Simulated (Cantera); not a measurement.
A perfectly stirred reactor is fed with CH₄ : CO₂ = 1 : 2.3 (molar parts), at 0.987 atm; it is held at 1875 K, and followed from long to short residence time.

Detailed kinetics in Cantera: GRI-Mech 3.0 (53 species, 325 reactions).

x: mole fraction; the columns are a selection and need not sum to one.

| τ (s) | x CH₄ | x CO₂ | x H₂ | x C₂H | x OH |
|---|---|---|---|---|---|
| 2.1 | 0.00220 | 0.0937 | 0.217 | 1.41e-8 | 1.66e-5 |
| 0.61 | 0.00499 | 0.101 | 0.207 | 7.24e-8 | 1.76e-5 |
| 0.18 | 0.00962 | 0.121 | 0.185 | 2.56e-7 | 2.01e-5 |
| 0.051 | 0.0171 | 0.164 | 0.150 | 6.61e-7 | 2.42e-5 |
| 0.015 | 0.0305 | 0.239 | 0.119 | 1.17e-6 | 2.68e-5 |
| 0.0042 | (withheld) | (withheld) | 0.112 | (withheld) | (withheld) |
| 0.0012 | (withheld) | (withheld) | 0.116 | (withheld) | (withheld) |

Task: Complete the blanks.

Result: 
- 0.0042, x CH₄: 0.0637
- 0.0042, x CO₂: 0.364
- 0.0042, x C₂H: 1.32e-6
- 0.0042, x OH: 2.17e-5
- 0.0012, x CH₄: 0.129
- 0.0012, x CO₂: 0.516
- 0.0012, x C₂H: 9.27e-7
- 0.0012, x OH: 1.19e-5
